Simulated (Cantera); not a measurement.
Charge: 1 mol Si, a varied amount of F2, 0.8 mol N2, 7.7 mol HCl, at 773.15 K and 0.590 bar.

These are equilibrium values from Cantera (NASA tables, ideal gas, pure condensed phases), not measurements of a reactor. Candidate condensed phases: NH4Cl, Si, Si3N4; 49 gas species. Equilibrium is a limit: real reactors are often held back by kinetics, nucleation or transport.

Problem. At 0.87 mol F2, list the 5 most abundant gas species with their mole fractions, and the condensed phases.

Solution. HCl 0.650, H2 0.135, N2 0.0956, SiCl4 0.0675, SiF4 0.0520. Condensed: gas only.
